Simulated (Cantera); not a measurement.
Mixture: CO : H2 : O2 : N2 : H2O = 1 : 0.91 : 0.682 : 2.56 : 0.11 (molar parts), equivalence ratio 1.4, at 5.00 bar, adiabatic and at constant pressure. Ignition delay is the time to a rise of 400 K.

Detailed kinetics in Cantera: GRI-Mech 3.0 (53 species, 325 reactions). The hydrogen kinetics of GRI-Mech 3.0 are dated; newer H2 mechanisms differ, most at raised pressure.

### Question
What does this change do: pressure from 5.00 bar to 3.80 bar?

### Answer
```
quantity                                               before      after
--------------------------------------------------  ---------  ---------
delay at 998 K                                        4.29 ms    3.94 ms
delay at 1073 K                                      0.524 ms   0.352 ms
delay at 1148 K                                       59.9 µs    46.4 µs
delay at 1223 K                                       16.9 µs    18.4 µs
delay at 1298 K                                       9.06 µs    11.0 µs
delay at 1373 K                                       6.03 µs    7.70 µs
delay at 1448 K                                       4.46 µs    5.87 µs
apparent activation energy between 1298 and 1448 K  74 kJ/mol  66 kJ/mol
```
